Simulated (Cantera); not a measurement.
Reactions in the system H-Ni-S

Standard-state values (1 bar) from the NASA 1993 polynomials, evaluated with Cantera. Values are per mole of reaction as written; species without (g) are pure solids or liquids, kept so even where they would boil at 1 bar.

H2S(g) + NiS ⇌ H2(g) + NiS2

```
T (K)  ΔH° (kJ)  ΔS° (J/K)  ΔG° (kJ)  log10 K
-----  --------  ---------  --------  -------
2400        9.6      -25.0      69.7    -1.52
2475        9.1      -25.3      71.6    -1.51
2550        8.6      -25.5      73.5    -1.51
2625        8.1      -25.6      75.4    -1.50
2700        7.6      -25.8      77.3    -1.50
2775        7.1      -26.0      79.3    -1.49
2850        6.6      -26.2      81.2    -1.49
2925        6.1      -26.4      83.2    -1.49
```
